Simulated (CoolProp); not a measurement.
A simple Rankine cycle with R1336mzz(Z): condensing at 309.15 K, boiler at 0.445 MPa, turbine inlet 394.5 K, turbine efficiency 0.6, pump efficiency 0.8, no recuperator. Each further row changes one setting.

Values from CoolProp's reference Helmholtz-energy equation of state, McLinden 2020.

| case | thermal efficiency (%) | net work (kJ/kg) | heat in (kJ/kg) | turbine exit temperature (K) | volume ratio over the turbine |
|---|---|---|---|---|---|
| as stated | 6.2 | 14.8 | 240 | 374.3 | 4.07 |
| turbine inlet 414.5 K | 6.0 | 15.8 | 261 | 394.5 | 4.03 |
| condensing temperature 301.15 K | 7.2 | 17.9 | 250 | 370.5 | 5.45 |
| boiler pressure 0.311 MPa | 4.7 | 11.3 | 242 | 380.1 | 2.80 |
| turbine efficiency 0.5 | 5.1 | 12.3 | 240 | 376.8 | 4.10 |
